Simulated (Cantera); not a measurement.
# Equilibrium for silicon nitride deposition: trisilylamine + NH₃ + H₂

Charge: 1 mol trisilylamine, 5 mol NH₃, 0.75 mol H₂, held at 1.05 Torr.

Cantera equilibrium calculation (NASA polynomials, part measured and part estimated; ideal gas, pure solids and liquids). Candidate condensed phases: Si, Si₃N₄; 18 gas species. The feed counts by its element totals alone. Mutual solubility and eutectic melting of coexisting phases are not modelled. Gases not in the tables: Si₂H₆ and higher silanes. Kinetics and transport are ignored.

| T (K) | log p H₂ | log p N₂ | log p H | log p Si | n Si₃N₄(s) | n Si(s) | n Si(l) |
|---|---|---|---|---|---|---|---|
| 948 | -2.89 | -3.99 | -10.72 | <-14 | 1.00 | 0 | 0 |
| 1023 | -2.89 | -3.99 | -9.83 | <-14 | 1.00 | 0 | 0 |
| 1098 | -2.89 | -3.99 | -9.05 | <-14 | 1.00 | 0 | 0 |
| 1173 | -2.89 | -3.99 | -8.37 | <-14 | 1.00 | 0 | 0 |
| 1248 | -2.89 | -3.99 | -7.77 | -13.06 | 1.00 | 0 | 0 |
| 1323 | -2.89 | -3.99 | -7.24 | -11.42 | 1.00 | 0 | 0 |
| 1398 | -2.89 | -3.99 | -6.77 | -9.95 | 1.000 | 0 | 0 |
| 1473 | -2.89 | -3.99 | -6.34 | -8.64 | 1.000 | 0 | 0 |
| 1548 | -2.89 | -3.93 | -5.96 | -7.50 | 0.911 | 0.266 | 0 |
| 1623 | -2.95 | -3.57 | -5.63 | -6.81 | 0 | 3.00 | 0 |
| 1698 | -2.95 | -3.58 | -5.31 | -6.18 | 0 | 0 | 2.99 |
log p: log10 of the partial pressure in bar; n: condensed amount in mol.

From 948 K to 1473 K the condensed part is Si₃N₄(s). At 1548 K the condensed part is Si(s) + Si₃N₄(s). At 1623 K the condensed part is Si(s). At 1698 K the condensed part is Si(l).
